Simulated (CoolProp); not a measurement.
Vapour-liquid equilibrium of R1234yf (1) + R227EA (2) at 0.225 MPa; x and y are mole fractions of (1).

Model: multi-fluid Helmholtz-energy mixture model, Lemmon 2022 and Lemmon 2016; pair parameters Bell 2016, in CoolProp.

```tsv
x	bubble temperature, mixture model (°C)	bubble temperature, Raoult's law (°C)	y, mixture model	y, Raoult's law
0.05	3.0	3.0	0.076	0.078
0.2	0.6	0.7	0.280	0.287
0.35	-1.6	-1.5	0.456	0.467
0.5	-3.6	-3.6	0.609	0.621
0.65	-5.5	-5.5	0.744	0.754
0.8	-7.3	-7.3	0.863	0.869
0.95	-9.1	-9.1	0.968	0.969
```

The largest gap from Raoult's law is -0.1 K in bubble temperature, at x = 0.2. No azeotrope shows between x = 0.05 and 0.95.

Pair parameters are fitted to limited data, so mixtures are less certain than the pure fluids.
